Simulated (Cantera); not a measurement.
An isothermal, constant-pressure homogeneous reactor starts with NO : N₂ = 1 : 1.7 (molar parts), at 1950 K and 10.00 Torr. Integrator tolerance rtol = 1e-08.

Computed with Cantera and GRI-Mech 3.0 (53 species, 325 reactions). Radical loss at walls, strong at low pressure, is not modelled.

Question: What does this change do: temperature 1950 to 1600 K?

Answer: 
| quantity | before | after |
|---|---|---|
| x(NO) at 20.0 s | 0.196 (gas-phase equilibrium 0.00629) | 0.368 (gas-phase equilibrium 0.00185) |
| x(NO₂) at 20.0 s | 2.67e-5 (gas-phase equilibrium 1.27e-6) | 1.74e-5 (gas-phase equilibrium 8.04e-7) |
| x(O) at 20.0 s | 0.00121 (gas-phase equilibrium 0.00167) | 1.03e-5 (gas-phase equilibrium 5.43e-5) |
| x(N₂O) at 20.0 s | 1.05e-5 (gas-phase equilibrium 4.16e-8) | 4.49e-5 (gas-phase equilibrium 1.30e-8) |
| x(N₂) at 20.0 s | 0.716 (gas-phase equilibrium 0.811) | 0.631 (gas-phase equilibrium 0.814) |
| x(O₂) at 20.0 s | 0.0865 (gas-phase equilibrium 0.181) | 0.00119 (gas-phase equilibrium 0.184) |

Question: What does this change do: temperature 1950 to 1523 K?

Answer: 
| quantity | before | after |
|---|---|---|
| x(NO) at 20.0 s | 0.196 (gas-phase equilibrium 0.00629) | 0.369 (gas-phase equilibrium 0.00131) |
| x(NO₂) at 20.0 s | 2.67e-5 (gas-phase equilibrium 1.27e-6) | 1.74e-5 (gas-phase equilibrium 7.06e-7) |
| x(O) at 20.0 s | 0.00121 (gas-phase equilibrium 0.00167) | 3.34e-6 (gas-phase equilibrium 2.07e-5) |
| x(N₂O) at 20.0 s | 1.05e-5 (gas-phase equilibrium 4.16e-8) | 4.33e-5 (gas-phase equilibrium 9.36e-9) |
| x(N₂) at 20.0 s | 0.716 (gas-phase equilibrium 0.811) | 0.630 (gas-phase equilibrium 0.814) |
| x(O₂) at 20.0 s | 0.0865 (gas-phase equilibrium 0.181) | 0.000436 (gas-phase equilibrium 0.185) |
